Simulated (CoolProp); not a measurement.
Vapour-liquid equilibrium of R1234ze(E) (1) + R227EA (2) at 343.1 K; x and y are mole fractions of (1).

Computed with CoolProp (multi-fluid Helmholtz-energy mixture model, Thol 2016 and Lemmon 2016; pair parameters Bell 2023).

| x | bubble pressure (bar) | y at the bubble point | dew pressure at overall composition x (bar) | liquid density (mol/L) |
|---|---|---|---|---|
| 0.05 | 14.97 | ___ | 14.96 | 6.856 |
| 0.125 | ___ | 0.134 | 15.12 | 6.963 |
| 0.2 | 15.29 | 0.213 | 15.26 | 7.074 |
| 0.275 | 15.43 | 0.289 | 15.40 | 7.191 |
| 0.35 | 15.56 | 0.365 | 15.54 | 7.312 |
| 0.425 | 15.68 | 0.439 | 15.66 | 7.439 |
| 0.5 | 15.78 | 0.513 | 15.77 | 7.573 |
| 0.575 | 15.87 | 0.586 | 15.86 | 7.713 |
| 0.65 | 15.95 | 0.658 | ___ | 7.859 |
| 0.725 | 16.01 | 0.731 | 16.01 | 8.014 |
| 0.8 | 16.06 | 0.803 | 16.05 | 8.176 |
| 0.875 | 16.08 | 0.876 | 16.08 | 8.346 |
| 0.95 | 16.09 | 0.950 | 16.09 | 8.525 |

Problem. Some entries are withheld; supply them.

Solution. 
- 0.05, y at the bubble point: 0.054
- 0.125, bubble pressure (bar): 15.13
- 0.65, dew pressure at overall composition x (bar): 15.94

No azeotrope shows between x = 0.05 and 0.95.

Pair parameters are fitted to limited data, so mixtures are less certain than the pure fluids.
